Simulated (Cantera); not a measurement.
Input: 1 mol Si, 1.1 mol HCl, 5.2 mol H2, held at 1298.15 K and 3.60 bar.

Cantera equilibrium calculation (NASA polynomials, part measured and part estimated; ideal gas, pure solids and liquids). Candidate condensed phases: Si; 19 gas species. The tables' values for SiCl3 are old estimates; treat these amounts as uncertain. Rates play no part.

Base state: H2 0.918, HCl 0.0371, SiHCl3 0.0183, SiCl4 0.0164, SiCl2 0.00400, SiCl3 0.00331, SiH2Cl2 0.00288, SiH3Cl 0.000127 (mole fractions); condensed: Si(s).

Task: What changes in the equilibrium state with this change: temperature from 1298.15 K to 1273 K?

Result: 
| species | before | after |
|---|---|---|
| H2 | 0.918 | 0.921 |
| HCl | 0.0371 | 0.0332 |
| SiHCl3 | 0.0183 | 0.0193 |
| SiCl4 | 0.0164 | 0.0174 |
| SiCl2 | 0.00400 | 0.00310 |
| SiCl3 | 0.00331 | 0.00287 |
| SiH2Cl2 | 0.00288 | 0.00296 |
| Si(s), mol | 0.727 | 0.723 |
